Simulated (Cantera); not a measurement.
A Cantera script and its output.

```python
import numpy as np
import cantera as ct

surf = ct.Interface("ptcombust.yaml", "Pt_surf")
gas = surf.adjacent["gas"]
gas.TPX = 875, 79000, {'H2': 0.033, 'O2': 0.092, 'N2': 0.79, 'H2O': 0.088}
surf.TP = 875, 79000
reactor = ct.FlowReactor(gas, clone=False)
reactor.area = 0.0001  # m2
reactor.surface_area_to_volume_ratio = 730  # 1/m
reactor.mass_flow_rate = 2.2 * reactor.area * gas.density  # inlet velocity 2.2 m/s
reactor.energy_enabled = False
wall = ct.ReactorSurface(surf, reactor, clone=False)
net = ct.ReactorNet([reactor])
net.rtol, net.atol = 1e-8, 1e-16
show, cover = ['H2', 'O2', 'H2O'], ['PT(S)', 'H(S)', 'O(S)', 'OH(S)', 'CO(S)', 'C(S)']

rows = []
print(f"{'z/m':>9s}{'u/(m/s)':>9s}" + "".join(f"{s:>13s}" for s in show + cover))
for z in [0.00078, 0.0015, 0.0029, 0.0056, 0.011, 0.021, 0.041, 0.078]:
    net.advance(z)
    rows.append([reactor.speed, *gas[show].X, *surf[cover].coverages])
    print(f"{z:9.4g}{rows[-1][0]:9.3g}" + "".join(f"{x:13.4e}" for x in rows[-1][1:]))
```

It prints:

```
      z/m  u/(m/s)           H2           O2          H2O        PT(S)         H(S)         O(S)        OH(S)        CO(S)         C(S)
  0.00078     2.17   3.3283e-03   7.8070e-02   1.1912e-01   1.3200e-01   2.2778e-07   8.6027e-01   7.6961e-03  -1.2256e-24  -1.2205e-26
   0.0015     2.17   1.2157e-03   7.7094e-02   1.2137e-01   1.0697e-01   1.6151e-07   8.8594e-01   7.0665e-03   1.6774e-26   5.3761e-29
   0.0029     2.16   2.2241e-04   7.6636e-02   1.2242e-01   9.7564e-02   1.3883e-07   8.9561e-01   6.8018e-03   4.8379e-26   1.5575e-28
   0.0056     2.16   9.7443e-06   7.6538e-02   1.2265e-01   9.5722e-02   1.3453e-07   8.9751e-01   6.7479e-03   6.8937e-29   2.2238e-31
    0.011     2.16   1.9412e-08   7.6533e-02   1.2266e-01   9.5639e-02   1.3434e-07   8.9759e-01   6.7454e-03   9.8544e-29   3.1800e-31
    0.021     2.16   1.2716e-11   7.6533e-02   1.2266e-01   9.5639e-02   1.3434e-07   8.9759e-01   6.7454e-03   8.8616e-29   2.9272e-31
    0.041     2.16   1.2519e-11   7.6533e-02   1.2266e-01   9.5639e-02   1.3434e-07   8.9759e-01   6.7454e-03   1.1934e-28   3.4311e-31
    0.078     2.16   1.2517e-11   7.6533e-02   1.2266e-01   9.5639e-02   1.3434e-07   8.9759e-01   6.7454e-03   2.0005e-28   3.0428e-31
```

Detailed kinetics in Cantera: Deutschmann's 1995 Pt surface mechanism with GRI-Mech 3.0 gas chemistry. Catalytic surfaces can have several steady states; this one follows from the mechanism file's or the stated starting coverage. Mass transfer to the wall is taken as infinitely fast.
